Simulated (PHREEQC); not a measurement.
A column of 0.2 m (30 cells, dispersivity 0.016 m, 60 s a shift, diffusion coefficient 3e-10 m²/s) holds 0.011 eq of the database's cation exchanger X per kg of pore water, first in equilibrium with 0.00084 mol CaCl2, 0.031 mol SrCl2 and 1e-05 mol HCl per kg of water. It is flushed with 0.00039 mol/kgw NaCl, 0.0046 mol/kgw CaCl2 and 1e-05 mol/kgw HCl, at 25 °C. Values are for the last cell. No CO2 enters from the air. No solid was allowed to form.

All values are PHREEQC results (ion-association model, phreeqc.dat), not measurements.

### Question
Predict Sr in solution (mol/kgw), Ca in solution (mol/kgw), CaX2 on the exchanger (mol/kgw), NaX on the exchanger (mol/kgw) at pore volumes = 0.85, 1.35, 1.517, 4.35, 4.517.

### Answer
| pore volumes | Sr in solution (mol/kgw) | Ca in solution (mol/kgw) | CaX2 on the exchanger (mol/kgw) | NaX on the exchanger (mol/kgw) |
|---|---|---|---|---|
| 0.85 | 0.0194 | 0.00130 | 0.000272 | 3.95e-6 |
| 1.35 | 0.00745 | 0.00168 | 0.000820 | 1.27e-5 |
| 1.517 | 0.00559 | 0.00177 | 0.00109 | 1.54e-5 |
| 4.35 | 0.000265 | 0.00434 | 0.00509 | 2.49e-5 |
| 4.517 | 0.000219 | 0.00438 | 0.00515 | 2.50e-5 |
